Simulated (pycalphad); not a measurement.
All values are pycalphad results on the COST 507 light-alloy database (1999) (1 atm), not direct measurements. These are 1990s assessments: newer ones move some temperatures and phases. Phase fractions are per mole of atoms.

Problem. Give the equilibrium state of Si-93.96Cu (wt.%) at 377 °C.

Solution. FCC_A1, fraction 0.662, with 96.8 Cu wt.%; CU19SI6_ETA, fraction 0.338, with 87.8 Cu wt.%.

Problem. Give the equilibrium state of Si-93.96Cu (wt.%) at 527 °C.

Solution. CU56SI11_GAMMA, fraction 0.501, with 92.0 Cu wt.%; FCC_A1, fraction 0.499, with 95.8 Cu wt.%.

Database names, with the compositions (at.%) that they take in these runs: CU56SI11_GAMMA: Cu 84 Si 16; CU19SI6_ETA: Cu 76 Si 24. FCC_A1 is fcc.
